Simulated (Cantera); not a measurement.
Cantera run:

```python
import numpy as np
import cantera as ct

gas_names = """
    CL CL2 H HCL H2 N NH NH2 NH3 N2 N2H2 N2H4 Sr SrCL SrCL2
""".split()
cond_names = """
    NH4CL(a) NH4CL(b) Sr(a) Sr(b) Sr(L) SrCL2(a) SrCL2(b) SrCL2(L)
""".split()


# ... load() reads the species with a 1 bar reference pressure and builds the phases ...
atoms = {
    'SrCl2': {'Sr': 1, 'CL': 2},
    'HCl': {'H': 1, 'CL': 1},
    'N2': {'N': 2},
}
top_T = {}  # K; cautious upper limits of use, not melting points


# ... equilibrate(T, P, feed) seeds the gas with the atoms and calls Mixture.equilibrate('TP', solver="vcs", rtol=1e-11, max_steps=5000) ...
results = []
feed = {'SrCl2': 1, 'HCl': 0.024, 'N2': 100}  # mol
T = 625  # K
P = 180  # Pa
mix = equilibrate(T, P, feed)
results.append((T, P, feed, dict(zip(mix.species_names, mix.species_moles))))
print(gas.report(threshold=1e-05))
for i in range(1, mix.n_phases):
    print(f"{mix.phase(i).name:16s} {mix.phase_moles(i):12.5e} mol")
```

It prints:

```
       temperature   625 K
          pressure   180 Pa
           density   0.00097043 kg/m^3
  mean mol. weight   28.016 kg/kmol
   phase of matter   gas

                          1 kg             1 kmol
                     ---------------   ---------------
          enthalpy        3.4372e+05        9.6296e+06  J
   internal energy        1.5823e+05        4.4331e+06  J
           entropy            9493.9        2.6598e+05  J/K
    Gibbs function         -5.59e+06       -1.5661e+08  J
 heat capacity c_p            1079.3             30238  J/K
 heat capacity c_v            782.54             21924  J/K

                      mass frac. Y      mole frac. X     chem. pot. / RT
                     ---------------   ---------------   ---------------
               HCL        0.00031224        0.00023994            -55.66
                N2           0.99969           0.99976           -30.131
     [  +13 minor]        4.8251e-12        4.4213e-12

NH4CL(b)          0.00000e+00 mol
Sr(a)             0.00000e+00 mol
SrCL2(a)          1.00000e+00 mol
```

Equilibrium computed with Cantera from the NASA thermochemical tables; the gas is ideal and each condensed phase is pure.
